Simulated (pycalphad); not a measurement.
**Effect of B content in Ti-Hf-B**

CALPHAD calculation (pycalphad, COST 507 light-alloy database (1999)), 1 atm. The database dates from 1999; later assessments differ in places, in temperatures and in the compounds included. Phase fractions are per mole of atoms.

| alloy | liquidus (°C) | first solid | solidus (°C) | phases at 827 °C |
|---|---|---|---|---|
| Ti-1.08Hf-0.81B (at.%) | 1648 | bcc | 1541 | hcp 0.99, BM 0.01 |
| Ti-1.08Hf-1.62B (at.%) | 1631 | bcc | 1541 | hcp 0.97, BM 0.03 |
| Ti-1.08Hf-3.23B (at.%) | 1600 | bcc | 1541 | hcp 0.94, BM 0.06 |
| Ti-1.08Hf-4.85B (at.%) | (withheld) | bcc | 1541 | (withheld) |
| Ti-1.08Hf-12.92B (at.%) | 1643 | BM | 1541 | hcp 0.74, BM 0.26 |

**Question.** Fill in the missing entries.

**Answer.** 
- Ti-1.08Hf-4.85B (at.%), liquidus (°C): 1571
- Ti-1.08Hf-4.85B (at.%), phases at 827 °C: hcp 0.91, BM 0.09

Database names, with the compositions (at.%) that they take in these runs: BM: Ti 50 B 50.
